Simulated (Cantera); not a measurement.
Input: 1 mol SiCl₄, 0.11 mol NH₃, 9.2 mol H₂, at 4000 Pa.

Cantera equilibrium calculation (NASA polynomials, part measured and part estimated; ideal gas, pure solids and liquids). Candidate condensed phases: NH₄Cl, Si, Si₃N₄; 28 gas species. Gases not in the tables: Si₂H₆ and higher silanes. Kinetics and transport are ignored.

**Question.** Which condensed phases are stable at each of these points (T (°C)): 1050, 1125, 1200, 1275, 1350, 1425, 1500, 1575, 1650, 1725, 1800, 1875?

**Answer.** 
| T (°C) | condensed phases | Si condensed (%) |
|---|---|---|
| 1050 | Si₃N₄(s) | 8.2 |
| 1125 | Si₃N₄(s) | 7.7 |
| 1200 | Si₃N₄(s) | 5.6 |
| 1275 | gas only | 0.0 |
| 1350 | gas only | 0.0 |
| 1425 | gas only | 0.0 |
| 1500 | gas only | 0.0 |
| 1575 | gas only | 0.0 |
| 1650 | gas only | 0.0 |
| 1725 | gas only | 0.0 |
| 1800 | gas only | 0.0 |
| 1875 | gas only | 0.0 |

From 1050 °C to 1200 °C the condensed part is Si₃N₄(s). From 1275 °C to 1875 °C nothing is condensed.
